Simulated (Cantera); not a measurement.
Input (Python, Cantera) and output of one run.

```python
import numpy as np
import cantera as ct

gas_names = """
    C CN CO CO2 C2 CCN CNC C2N2 C2O C3 C3O2 C4 C4N2 C5 Fe FeC5O5 FeO N NCO NO NO2 NO3 N2 N2O O O2 O3
""".split()
cond_names = """
    C(gr) Fe(a) Fe(c) Fe(d) Fe(L) FeC5O5(L) FeO(s) FeO(L) Fe2O3(s) Fe3O4(s)
""".split()


# ... load() reads the species with a 1 bar reference pressure and builds the phases ...
atoms = {
    'Fe(CO)5': {'Fe': 1, 'C': 5, 'O': 5},
    'O2': {'O': 2},
    'N2': {'N': 2},
}
top_T = {'C(gr)': 4500, 'Fe2O3(s)': 1830, 'Fe3O4(s)': 1870}  # K; cautious upper limits of use, not melting points


# ... equilibrate(T, P, feed) seeds the gas with the atoms and calls Mixture.equilibrate('TP', solver="vcs", rtol=1e-11, max_steps=5000) ...
results = []
feed = {'Fe(CO)5': 1, 'O2': 0.11, 'N2': 16}  # mol
T = 1525  # K
P = 160  # Pa
mix = equilibrate(T, P, feed)
results.append((T, P, feed, dict(zip(mix.species_names, mix.species_moles))))
x = sorted(zip(gas.X, gas.species_names), reverse=True)
print(f"T = {T:g} K  P = {P:g} Pa  gas = {mix.phase_moles(0):.4g} mol")
print("   x: " + "  ".join(f"{s} {v:.3e}" for v, s in x if v > 0.001))
print("   condensed (mol): " + ("  ".join(f"{mix.phase(i).name} {mix.phase_moles(i):.4g}"
      for i in range(1, mix.n_phases) if mix.phase_moles(i) > 1e-12) or "none"))
```

Result:

```
T = 1525 K  P = 160 Pa  gas = 21 mol
   x: N2 7.618e-01  CO 2.276e-01  CO2 1.047e-02
   condensed (mol): Fe(c) 0.9967
```

Method: chemical equilibrium by Gibbs-energy minimisation in Cantera with the NASA 1993 tables (ideal gas, pure condensed phases).
